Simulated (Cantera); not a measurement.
## Thermodynamics of calcination and drying, feed LiOH + H2

A closed system holds: 1 mol LiOH, a varied amount of H2, held at 1623.15 K and 1.20 mbar.

Method: chemical equilibrium by Gibbs-energy minimisation in Cantera with the NASA 1993 tables (ideal gas, pure condensed phases). Candidate condensed phases: H2O, Li, LiH, LiOH, Li2O; 17 gas species. Rates play no part.

```json
[
 {"n(H2) (mol)": "0.21", "log p H2": "-3.91", "log p LiOH": "-3.12", "log p H2O": "-3.80", "log p Li": "-3.84"},
 {"n(H2) (mol)": "0.34", "log p H2": "-3.69", "log p LiOH": "-3.18", "log p H2O": "-3.78", "log p Li": "-3.80"},
 {"n(H2) (mol)": "0.56", "log p H2": "-3.49", "log p LiOH": "-3.26", "log p H2O": "-3.78", "log p Li": "-3.80"},
 {"n(H2) (mol)": "0.94", "log p H2": "-3.33", "log p LiOH": "-3.38", "log p H2O": "-3.80", "log p Li": "-3.81"},
 {"n(H2) (mol)": "1.6", "log p H2": "-3.20", "log p LiOH": "-3.54", "log p H2O": "-3.85", "log p Li": "-3.86"},
 {"n(H2) (mol)": "2.6", "log p H2": "-3.12", "log p LiOH": "-3.71", "log p H2O": "-3.92", "log p Li": "-3.92"},
 {"n(H2) (mol)": "4.3", "log p H2": "-3.05", "log p LiOH": "-3.93", "log p H2O": "-4.01", "log p Li": "-4.01"},
 {"n(H2) (mol)": "7", "log p H2": "-3.01", "log p LiOH": "-4.16", "log p H2O": "-4.12", "log p Li": "-4.12"}
]
```
log p: log10 of the partial pressure in bar; nothing condenses.

From 0.21 mol H2 to 7 mol H2 nothing is condensed. The main Li-bearing gas is LiOH at 0.21 mol H2 and Li at 7 mol H2.
